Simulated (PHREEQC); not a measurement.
Model water analysis in mmol/kgw, 10 °C, pH 1.81, pe 8.3:

| constituent | mmol/kgw |
|---|---|
| Na | 5.99 |
| K | 3.65 |
| Ca | 9.44 |
| Mg | 0.73 |
| Cl | 11.5 |
| S(6) | 24.8 |
| Zn | 0.0306 |

Valence states are taken as typed.

Computed with PHREEQC (ion-association model, wateq4f.dat).

| Property | Value |
|---|---|
| ionic strength | 0.0642 mol/kgw |
| total alkalinity | -26.5 meq/kg |
| charge-balance error | -5.2 % |

```json
[
 {"species": "H+", "molality": "0.0183", "activity": "0.0155", "log γ": "-0.072"},
 {"species": "SO4-2", "molality": "0.0133", "activity": "0.00580", "log γ": "-0.360"},
 {"species": "Cl-", "molality": "0.0115", "activity": "0.00920", "log γ": "-0.097"},
 {"species": "HSO4-", "molality": "0.00795", "activity": "0.00643", "log γ": "-0.092"},
 {"species": "Ca+2", "molality": "0.00635", "activity": "0.00286", "log γ": "-0.346"},
 {"species": "Na+", "molality": "0.00584", "activity": "0.00475", "log γ": "-0.090"},
 {"species": "K+", "molality": "0.00354", "activity": "0.00283", "log γ": "-0.097"},
 {"species": "CaSO4", "molality": "0.00281", "activity": "0.00286", "log γ": "0.006"},
 {"species": "Mg+2", "molality": "0.000517", "activity": "0.000239", "log γ": "-0.334"}
]
```

Precipitation was switched off in this run. At this temperature some constants are extrapolated from 25 °C, and those without enthalpy data are left unchanged.
